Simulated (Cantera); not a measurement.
Feed: 1 mol Pb, 2.8 mol CO2, 3.6 mol N2, held at 0.140 bar.

These are equilibrium values from Cantera (NASA tables, ideal gas, pure condensed phases), not measurements of a reactor. Candidate condensed phases: C, Pb, PbO, PbO2, Pb3O4; 27 gas species. Gases not in the tables: (PbO)n polymers. Rates play no part.

Q: Which condensed phases are stable at each of these points (T (K)): 1223, 1273, 1323, 1373, 1423, 1473, 1523?

A: 
| T (K) | condensed phases | Pb condensed (%) |
|---|---|---|
| 1223 | Pb(l) | 95.6 |
| 1273 | Pb(l) | 91.0 |
| 1323 | Pb(l) | 82.6 |
| 1373 | Pb(l) | 67.5 |
| 1423 | Pb(l) | 41.2 |
| 1473 | gas only | 0.0 |
| 1523 | gas only | 0.0 |

From 1223 K to 1423 K the condensed part is Pb(l). From 1473 K to 1523 K nothing is condensed.
